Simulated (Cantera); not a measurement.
What does this Cantera script print?

```python
import numpy as np
import cantera as ct

gas_names = """
    AL ALH ALI ALI3 AL2 AL2I6 H HI H2 I I2
""".split()
cond_names = """
    AL(cr) AL(L) ALI3(s) ALI3(L) I2(cr) I2(L)
""".split()


# ... load() reads the species with a 1 bar reference pressure and builds the phases ...
atoms = {
    'Al': {'AL': 1},
    'I2': {'I': 2},
    'HI': {'H': 1, 'I': 1},
}
top_T = {}  # K; cautious upper limits of use, not melting points


# ... equilibrate(T, P, feed) seeds the gas with the atoms and calls Mixture.equilibrate('TP', solver="vcs", rtol=1e-11, max_steps=5000) ...
results = []
feed = {'Al': 1, 'I2': 0.017, 'HI': 0.4}  # mol
P = 101325  # Pa
for T in [725, 775, 825, 875, 925, 975, 1025, 1075, 1125, 1175, 1225, 1275]:
    mix = equilibrate(T, P, feed)
    results.append((T, P, feed, dict(zip(mix.species_names, mix.species_moles))))

top = {s: max(r[3][s] / sum(r[3][g] for g in gas_names) for r in results) for s in gas_names}
cols = sorted((s for s in top if top[s] > 1e-05), key=lambda s: -top[s])[:8]
seen = [c for c in cond_names if any(r[3].get(c, 0) > 1e-12 for r in results)]
print("log10 of partial pressures in bar; condensed amounts in mol")
print(f"{'T/K':>10s}" + "".join(f"{s[:9]:>10s}" for s in cols + seen))
for T, P, feed, n in results:
    ng = sum(n[g] for g in gas_names)
    print(f"{T:10.4g}" + "".join(f"{np.log10(max(n[s] / ng * P / 1e5, 1e-99)):10.3f}" for s in cols)
          + "".join(f"{n.get(c, 0):10.4g}" for c in seen))
```

Output:

```
log10 of partial pressures in bar; condensed amounts in mol
       T/K        H2      ALI3       ALI     AL2I6        HI         I    AL(cr)     AL(L)
       725    -0.201    -0.505    -4.361    -1.148    -5.491    -9.025    0.8553         0
       775    -0.216    -0.433    -3.738    -1.447    -5.057    -8.199    0.8553         0
       825    -0.224    -0.400    -3.203    -1.767    -4.684    -7.483    0.8552         0
       875    -0.228    -0.386    -2.736    -2.077    -4.356    -6.852    0.8549         0
       925    -0.230    -0.381    -2.324    -2.366    -4.066    -6.292    0.8543         0
       975    -0.233    -0.382    -1.974    -2.632    -3.799    -5.782         0    0.8529
      1025    -0.236    -0.387    -1.665    -2.881    -3.559    -5.321         0    0.8504
      1075    -0.242    -0.399    -1.389    -3.118    -3.344    -4.904         0    0.8459
      1125    -0.252    -0.420    -1.141    -3.353    -3.154    -4.528         0    0.8382
      1175    -0.267    -0.455    -0.921    -3.597    -2.988    -4.188         0    0.8259
      1225    -0.289    -0.509    -0.727    -3.864    -2.847    -3.884         0     0.807
      1275    -0.318    -0.592    -0.560    -4.175    -2.733    -3.614         0    0.7794
```

Equilibrium computed with Cantera from the NASA thermochemical tables; the gas is ideal and each condensed phase is pure.
